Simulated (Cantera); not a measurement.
An adiabatic, constant-pressure homogeneous reactor starts with 8.72 % CH4, 0.462 % C2H6, 19.1 % O2, 71.7 % N2, equivalence ratio 1.00, at 1650 K and 3750 Torr.

Model: GRI-Mech 3.0 (53 species, 325 reactions), integrated in Cantera.

Problem. Predict: time of steepest temperature rise; temperature at 4.00 s; equilibrium temperature; x(O2) at 4.00 s.

Solution. 
| Item | Result |
|---|---|
| time of steepest temperature rise | 40.4 µs |
| temperature at 4.00 s | 2909 K |
| equilibrium temperature | 2909 K |
| x(O2) at 4.00 s | 0.0178 (gas-phase equilibrium 0.0178) |
